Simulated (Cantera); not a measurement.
A perfectly stirred reactor is fed with 5.96 % CH₄, 19.5 % O₂, 73.3 % N₂, 1.25 % H₂, equivalence ratio 0.64, at 1500000 Pa; it is adiabatic with a 400 K inlet, and is followed from long to short residence time, starting on the burning branch (τ in s: 0.024, 0.011, 0.0054, 0.0025, 0.0012, 0.00056, 0.00026, 0.00012, 5.9e-05).

Cantera simulation using GRI-Mech 3.0 (53 species, 325 reactions); the numbers are that mechanism's predictions, not measurements. The pressure lies above the range GRI-Mech 3.0 was tuned for (to about 10 atm).

### Question
Predict: blow-out, bracketed by the residence times tried; x(CH₄) at τ = 24.0 ms; x(O₂) at τ = 24.0 ms; x(NO) at τ = 24.0 ms; x(HCN) at τ = 24.0 ms; x(C₂H₄) at τ = 24.0 ms; x(CH₄) at τ = 1.20 ms; x(O₂) at τ = 1.20 ms; x(NO) at τ = 1.20 ms; x(HCN) at τ = 1.20 ms; x(C₂H₄) at τ = 1.20 ms.

### Answer
* **blow-out, bracketed by the residence times tried**: burning at 0.260 ms, out at 0.120 ms
* **x(CH₄) at τ = 24.0 ms**: 9.84e-6
* **x(O₂) at τ = 24.0 ms**: 0.0704
* **x(NO) at τ = 24.0 ms**: 1.15e-5
* **x(HCN) at τ = 24.0 ms**: 8.20e-9
* **x(C₂H₄) at τ = 24.0 ms**: 5.18e-9
* **x(CH₄) at τ = 1.20 ms**: 0.000103
* **x(O₂) at τ = 1.20 ms**: 0.0712
* **x(NO) at τ = 1.20 ms**: 4.95e-6
* **x(HCN) at τ = 1.20 ms**: 2.80e-8
* **x(C₂H₄) at τ = 1.20 ms**: 3.47e-7
